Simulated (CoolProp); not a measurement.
Methane along the isobar 25300 kPa: fugacity coefficient from the reference equation and from simpler models built on Tc = -82.6 °C, pc = 4599 kPa, ω = 0.011; each cubic takes its own stable root.

Values from CoolProp's reference Helmholtz-energy equation of state, Setzmann 1991.

```csv
T (°C),phase,reference
-163.95,liquid,0.008769
-144.25,liquid,0.03119
-124.55,liquid,0.07546
-104.75,liquid,0.1431
-85.05,liquid,0.2292
-65.35,supercritical,0.3263
-45.65,supercritical,0.4265
-25.95,supercritical,0.5226
-6.15,supercritical,0.6102
13.55,supercritical,0.6863
33.25,supercritical,0.7510
52.95,supercritical,0.8053
72.65,supercritical,0.8506
92.45,supercritical,0.8885
112.15,supercritical,0.9199
```

### Question
How far does each simpler model (van der Waals, Redlich-Kwong, Peng-Robinson) lie from the reference over these 15 states: mean and median of the absolute difference, and the worst?

### Answer
- van der Waals: mean 60.9 %, median 6.8 %, worst +443.8 % at -163.95 °C and 25300 kPa
- Redlich-Kwong: mean 4.5 %, median 2.0 %, worst -30.7 % at -163.95 °C and 25300 kPa
- Peng-Robinson: mean 6.1 %, median 5.7 %, worst -9.9 % at -163.95 °C and 25300 kPa
